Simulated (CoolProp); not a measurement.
A simple Rankine cycle with hexamethyldisiloxane (MM): condensing at 289.15 K, boiler at 0.124 MPa, turbine inlet 382.6 K, turbine efficiency 0.6, pump efficiency 0.7, no recuperator. Each further row changes one setting.

The numbers come from the reference Helmholtz-energy equation of state, Thol 2016 in CoolProp.

```tsv
case	thermal efficiency (%)	net work (kJ/kg)	heat in (kJ/kg)	turbine exit temperature (K)	volume ratio over the turbine
as stated	10.3	38.6	375	…	…
turbine inlet 402.6 K	9.9	40.9	411	376.5	35.4
condensing temperature 281.15 K	11.1	…	390	353.6	55.9
boiler pressure 0.0868 MPa	…	35.2	377	359.6	24.7
turbine efficiency 0.5	…	…	375	360.4	36.2
```

Problem. Fill in the missing entries.

Solution. 
- as stated, turbine exit temperature (K): 356.5
- as stated, volume ratio over the turbine: 35.8
- condensing temperature 281.15 K, net work (kJ/kg): 43.3
- boiler pressure 0.0868 MPa, thermal efficiency (%): 9.3
- turbine efficiency 0.5, thermal efficiency (%): 8.6
- turbine efficiency 0.5, net work (kJ/kg): 32.1
